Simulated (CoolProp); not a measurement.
Vapour-liquid equilibrium of CH2F2 (R32) (1) + R1234yf (2) at -98.45 °C; x and y are mole fractions of (1).

Values from CoolProp's multi-fluid Helmholtz-energy mixture model, Tillner-Roth 1997 and Lemmon 2022; pair parameters Bell 2023.

```
x     bubble pressure (bar)  y at the bubble point  dew pressure at overall composition x (bar)  liquid density (mol/L)
----  ---------------------  ---------------------  -------------------------------------------  ----------------------
0.05                0.01506                  0.295                                      0.01167                   12.96
0.2                 0.02530                  0.641                                   (withheld)                   14.03
0.35                0.03251             (withheld)                                      0.01610                   15.31
0.5                 0.03696                  0.817                                      0.01984                   16.87
0.65                0.03971                  0.855                                      0.02575                   18.81
0.8                 0.04177             (withheld)                                      0.03558                   21.25
0.95                0.04347                  0.961                                      0.04331                   24.40
```

Some entries are withheld; supply them.


- 0.2, dew pressure at overall composition x (bar): 0.01354
- 0.35, y at the bubble point: 0.760
- 0.8, y at the bubble point: 0.893

No azeotrope shows between x = 0.05 and 0.95.

The pair parameters rest on a limited set of measurements; away from them the model extrapolates.
